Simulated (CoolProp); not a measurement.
Vapour-liquid equilibrium of benzene (1) + toluene (2) at 121.55 °C; x and y are mole fractions of (1).

The numbers come from the multi-fluid Helmholtz-energy mixture model, Thol 2012 and Lemmon 2006; pair parameters Bell 2016 in CoolProp.

```json
[
 {"x": "0.05", "bubble pressure (MPa)": "0.1453", "y at the bubble point": "0.102", "dew pressure at overall composition x (MPa)": "0.1409", "liquid density (mol/L)": "8.397"},
 {"x": "0.15", "bubble pressure (MPa)": "0.1621", "y at the bubble point": "0.275", "dew pressure at overall composition x (MPa)": "0.1496", "liquid density (mol/L)": "8.528"},
 {"x": "0.25", "bubble pressure (MPa)": "0.1792", "y at the bubble point": "0.418", "dew pressure at overall composition x (MPa)": "0.1594", "liquid density (mol/L)": "8.662"},
 {"x": "0.35", "bubble pressure (MPa)": "0.1964", "y at the bubble point": "0.537", "dew pressure at overall composition x (MPa)": "0.1706", "liquid density (mol/L)": "8.800"},
 {"x": "0.45", "bubble pressure (MPa)": "0.2137", "y at the bubble point": "0.638", "dew pressure at overall composition x (MPa)": "0.1835", "liquid density (mol/L)": "8.942"},
 {"x": "0.55", "bubble pressure (MPa)": "0.2312", "y at the bubble point": "0.724", "dew pressure at overall composition x (MPa)": "0.1985", "liquid density (mol/L)": "9.087"},
 {"x": "0.65", "bubble pressure (MPa)": "0.2488", "y at the bubble point": "0.800", "dew pressure at overall composition x (MPa)": "0.2160", "liquid density (mol/L)": "9.237"},
 {"x": "0.75", "bubble pressure (MPa)": "0.2665", "y at the bubble point": "0.866", "dew pressure at overall composition x (MPa)": "0.2369", "liquid density (mol/L)": "9.391"},
 {"x": "0.85", "bubble pressure (MPa)": "0.2844", "y at the bubble point": "0.924", "dew pressure at overall composition x (MPa)": "0.2622", "liquid density (mol/L)": "9.549"},
 {"x": "0.95", "bubble pressure (MPa)": "0.3023", "y at the bubble point": "0.976", "dew pressure at overall composition x (MPa)": "0.2931", "liquid density (mol/L)": "9.712"}
]
```

No azeotrope shows between x = 0.05 and 0.95.

Pair parameters are fitted to limited data, so mixtures are less certain than the pure fluids.
